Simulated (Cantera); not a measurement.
Stirred combustor or abatement burner

A perfectly stirred reactor is fed with CH₄ : O₂ : N₂ = 1 : 2.5 : 9.4 (molar parts), at 10.0 bar; it is adiabatic with a 475 K inlet, and is followed from long to short residence time, starting on the burning branch (τ in s: 0.036, 0.017, 0.0078, 0.0036, 0.0017, 0.00078, 0.00036, 0.00017, 7.7e-05, 3.6e-05, 1.7e-05, 7.7e-06, 3.6e-06).

Detailed kinetics in Cantera: GRI-Mech 3.0 (53 species, 325 reactions).

```csv
τ (s),T (K),x CH₄,x O₂,x NO₂,x C₂H₄,x H,x H₂,x N₂O
0.036,2132,2.42e-6,0.0383,1.33e-6,1.42e-10,1.86e-5,0.000204,7.81e-7
0.017,2132,4.93e-6,0.0385,7.88e-7,5.80e-10,2.10e-5,0.000223,8.15e-7
0.0078,2130,1.00e-5,0.0386,4.84e-7,2.33e-9,2.62e-5,0.000263,8.85e-7
0.0036,2126,1.95e-5,0.0388,3.37e-7,8.23e-9,3.68e-5,0.000340,1.01e-6
0.0017,2120,3.53e-5,0.0392,2.71e-7,2.45e-8,5.79e-5,0.000472,1.20e-6
0.00078,2108,6.34e-5,0.0397,2.38e-7,6.73e-8,0.000101,0.000701,1.42e-6
0.00036,2090,0.000112,0.0406,2.10e-7,1.68e-7,0.000183,0.00106,1.60e-6
0.00017,2063,0.000198,0.0422,1.76e-7,4.00e-7,0.000322,0.00158,1.63e-6
7.7e-5,2018,0.000386,0.0449,1.32e-7,1.08e-6,0.000552,0.00238,1.50e-6
3.6e-5,1942,0.000912,0.0506,8.15e-8,4.30e-6,0.000791,0.00353,1.20e-6
1.7e-5,475,0.0775,0.194,<1e-12,<1e-12,<1e-12,<1e-12,<1e-12
7.7e-6,475,0.0775,0.194,<1e-12,<1e-12,<1e-12,<1e-12,<1e-12
3.6e-6,475,0.0775,0.194,<1e-12,<1e-12,<1e-12,<1e-12,<1e-12
```
x: mole fraction; the columns are a selection and need not sum to one.
